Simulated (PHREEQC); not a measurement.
Solution (25 °C): 76 mmol/kgw (NH4)2SiF6. It is in equilibrium with CO2 at log p = -3.4 (atm). Otherwise closed; pH follows from the charge balance.

The numbers come from PHREEQC with the ion-association model, phreeqc.dat.

Precipitation was switched off in this run.

Question: Estimate the pH, ionic strength, density.

Answer: pH 3.08; ionic strength 0.228 mol/kgw; density 1.004 g/cm³.

Question: In which forms is Si present?

Answer: SiF6-2 99 %, H4SiO4 1.0 % of the Si.

The solution is supersaturated, for example in Quartz (slow to form), Chalcedony (slow to form), so a real one may precipitate; this is no full list. Species that the database lacks are ignored. SiF6-2 is the database's only silicon fluoride.
